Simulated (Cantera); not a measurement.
## Equilibrium for silicon nitride deposition: SiF₄ + N₂

Feed: 1 mol SiF₄, 0.79 mol N₂, at 1898.15 K.

Method: chemical equilibrium by Gibbs-energy minimisation in Cantera with the NASA 1993 tables (ideal gas, pure condensed phases). Candidate condensed phases: Si, Si₃N₄; 16 gas species. The tables' values for SiF₃, SiF₂ are old estimates; treat these amounts as uncertain. Equilibrium is a limit: real reactors are often held back by kinetics, nucleation or transport.

```csv
P (Pa),x SiF₄,x N₂,x F,x SiF₃,x SiF₂,x N,x SiF
5,0.548,0.438,0.00693,0.00688,2.83e-5,1.80e-8,1.16e-9
15,0.552,0.440,0.00401,0.00399,9.46e-6,1.04e-8,2.24e-10
45,0.555,0.440,0.00232,0.00231,3.16e-6,6.00e-9,4.31e-11
140,0.557,0.441,0.00132,0.00131,1.02e-6,3.40e-9,7.85e-12
410,0.557,0.441,0.000770,0.000769,3.47e-7,1.99e-9,1.57e-12
1200,0.558,0.441,0.000450,0.000450,1.19e-7,1.16e-9,<1e-12
3700,0.558,0.441,0.000256,0.000256,3.85e-8,6.62e-10,<1e-12
11000,0.558,0.441,0.000149,0.000149,1.30e-8,3.84e-10,<1e-12
33000,0.559,0.441,8.58e-5,8.58e-5,4.32e-9,2.22e-10,<1e-12
100000,0.559,0.441,4.93e-5,4.93e-5,1.43e-9,1.27e-10,<1e-12
```
x: gas mole fraction; nothing condenses.

From 5.00 Pa to 1.00 bar nothing is condensed. The main Si-bearing gas is SiF₄ throughout.
